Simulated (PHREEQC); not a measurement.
Make-up at 44 °C: 0.0013 mol/kgw HCl, 0.12 mol/kgw NaCl and 0.00097 mol/kgw CuCl2. Closed to the air; pH follows from the charge balance.

Computed with PHREEQC (ion-association model, phreeqc.dat).

| quantity | before | after |
|---|---|---|
| pH | 2.98 | 5.31 |
| Cu+2 (mol/kgw) | 0.000745 | 0.000742 |
| CuCl+ (mol/kgw) | 0.000215 | 0.000213 |
| CuCl2 (mol/kgw) | 9.32e-6 | 9.14e-6 |
| CuOH+ (mol/kgw) | 3.44e-9 | 7.47e-7 |
| SI of Halite (NaCl) | -3.66 | -3.66 |

Task: Which change was made?
A. temperature from 44 to 5 °C
B. diluted 100-fold with water
C. HCl from 0.0013 to 0.00013 mol/kgw
D. NaCl from 0.12 to 0.06 mol/kgw
E. HCl left out

Result: E, HCl left out

This is a speciation only: nothing precipitates in the calculation. At this temperature some constants are extrapolated from 25 °C, and those without enthalpy data are left unchanged.
